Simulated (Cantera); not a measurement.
Input: 1 mol Cu, 3.4 mol HF, 2.1 mol N2, held at 0.133 bar.

Method: chemical equilibrium by Gibbs-energy minimisation in Cantera with the NASA 1993 tables (ideal gas, pure condensed phases). Candidate condensed phases: Cu, CuF2; 25 gas species. Kinetics and transport are ignored.

Q: Which condensed phases are stable at each of these points (T (K)): 873, 923, 973, 1023, 1073, 1123, 1173, 1223, 1273, 1323, 1373, 1423, 1473, 1523?

A: 
```json
[
 {"T (K)": "873", "condensed phases": "Cu(s)", "Cu condensed (%)": "100.0"},
 {"T (K)": "923", "condensed phases": "Cu(s)", "Cu condensed (%)": "100.0"},
 {"T (K)": "973", "condensed phases": "Cu(s)", "Cu condensed (%)": "100.0"},
 {"T (K)": "1023", "condensed phases": "Cu(s)", "Cu condensed (%)": "100.0"},
 {"T (K)": "1073", "condensed phases": "Cu(s)", "Cu condensed (%)": "100.0"},
 {"T (K)": "1123", "condensed phases": "Cu(s)", "Cu condensed (%)": "100.0"},
 {"T (K)": "1173", "condensed phases": "Cu(s)", "Cu condensed (%)": "100.0"},
 {"T (K)": "1223", "condensed phases": "Cu(s)", "Cu condensed (%)": "100.0"},
 {"T (K)": "1273", "condensed phases": "Cu(s)", "Cu condensed (%)": "99.9"},
 {"T (K)": "1323", "condensed phases": "Cu(s)", "Cu condensed (%)": "99.9"},
 {"T (K)": "1373", "condensed phases": "Cu(l)", "Cu condensed (%)": "99.8"},
 {"T (K)": "1423", "condensed phases": "Cu(l)", "Cu condensed (%)": "99.7"},
 {"T (K)": "1473", "condensed phases": "Cu(l)", "Cu condensed (%)": "99.6"},
 {"T (K)": "1523", "condensed phases": "Cu(l)", "Cu condensed (%)": "99.3"}
]
```

From 873 K to 1323 K the condensed part is Cu(s). From 1373 K to 1523 K the condensed part is Cu(l).
